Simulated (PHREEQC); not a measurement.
# Acid mine or pickling water: speciation

Model water analysis in mg/L, 20 °C, pH 3.46, pe 8.4:

```tsv
constituent	mg/L
Na	24.6
K	122
Ca	304
Mg	265
Cl	413
S(6) as SO4	1520
Zn	0.694
```

Cl is adjusted to close the charge balance.
Valence states are taken as typed.

The numbers come from PHREEQC with the ion-association model, wateq4f.dat.

Each row changes one thing in this solution. Precipitation was switched off in this run.

```csv
case,ionic strength (mol/kgw),SO4-2 (mol/kgw),Mg+2 (mol/kgw),Ca+2 (mol/kgw),MgSO4 (mol/kgw),CaSO4 (mol/kgw),SI of Gypsum (CaSO4:2H2O),SI of Halite (NaCl)
as made,0.0535,0.0100,0.00756,0.00542,0.00336,0.00218,-0.36,-6.72
S(6) from 1520 to 760 mg/L,[?],[?],0.00906,0.00641,0.00186,0.00119,-0.62,[?]
Na from 24.6 to 49.2 mg/L,0.0547,0.0100,0.00759,0.00544,0.00334,0.00216,-0.36,[?]
```

Question: Fill in the missing entries.

Answer: 
- S(6) from 1520 to 760 mg/L, ionic strength (mol/kgw): 0.0557
- S(6) from 1520 to 760 mg/L, SO4-2 (mol/kgw): 0.00474
- S(6) from 1520 to 760 mg/L, SI of Halite (NaCl): -6.31
- Na from 24.6 to 49.2 mg/L, SI of Halite (NaCl): -6.38

Species that the database lacks are ignored.
